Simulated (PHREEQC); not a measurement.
Dissolve 6.8e-05 mol/kgw CaSO4 and 9.6e-05 mol/kgw CO2 at 25 °C. Closed to the air; pH follows from the charge balance.

All values are PHREEQC results (ion-association model, phreeqc.dat), not measurements.

```
quantity                    before     after
------------------------  --------  --------
pH                            5.20      7.00
ionic strength (mol/kgw)  0.000276  0.000269
```

Q: What was changed between the two runs?
A. temperature from 25 to 90 °C
B. diluted 2-fold with water
C. CO2 left out
D. diluted 100-fold with water
E. CO2 from 9.6e-05 to 0.00096 mol/kgw

A: C, CO2 left out

No solid was allowed to form.
